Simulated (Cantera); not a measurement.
A closed system holds: 1 mol FeS, 1.1 mol H2S, 0.34 mol H2O, equilibrated at 0.133 bar.

Equilibrium computed with Cantera from the NASA thermochemical tables; the gas is ideal and each condensed phase is pure. Candidate condensed phases: Fe, FeO, Fe(OH)2, Fe(OH)3, FeS, FeSO4, FeS2, Fe2O3, Fe2(SO4)3, Fe3O4, H2O, H2SO4, S; 22 gas species. FeS: taken at fixed stoichiometry. Gases not in the tables: S3 to S7. The numbers say what is thermodynamically allowed, not how fast it happens.

log p: log10 of the partial pressure in bar; n: condensed amount in mol.

```tsv
T (K)	log p H2S	log p H2	log p H2O	log p S2	log p SH	n FeS(s)	n FeS2(s)	n FeS(l)
625	-1.16	-1.48	-1.50	-9.19	(withheld)	0.646	0.354	0
725	-1.04	-1.98	-1.50	-5.92	(withheld)	0.887	0.113	0
825	-1.01	-2.41	-1.50	-3.44	(withheld)	0.966	0.0340	0
925	-1.03	-2.26	-1.51	-2.56	(withheld)	1.00	0	0
1025	-1.06	-1.95	-1.52	-2.26	(withheld)	1.00	0	0
1125	-1.12	-1.72	-1.53	-2.02	(withheld)	1.00	0	0
1225	-1.20	-1.55	-1.55	-1.85	(withheld)	1.00	0	0
1325	-1.31	-1.42	-1.57	-1.72	(withheld)	1.00	0	0
1425	-1.43	-1.33	-1.59	-1.64	(withheld)	1.00	0	0
1525	-1.55	-1.27	-1.60	-1.58	(withheld)	0	0	1.00
```

Complete the blanks.


- 625, log p SH: -10.77
- 725, log p SH: -8.52
- 825, log p SH: -6.84
- 925, log p SH: -5.81
- 1025, log p SH: -5.10
- 1125, log p SH: -4.53
- 1225, log p SH: -4.07
- 1325, log p SH: -3.71
- 1425, log p SH: -3.41
- 1525, log p SH: -3.17
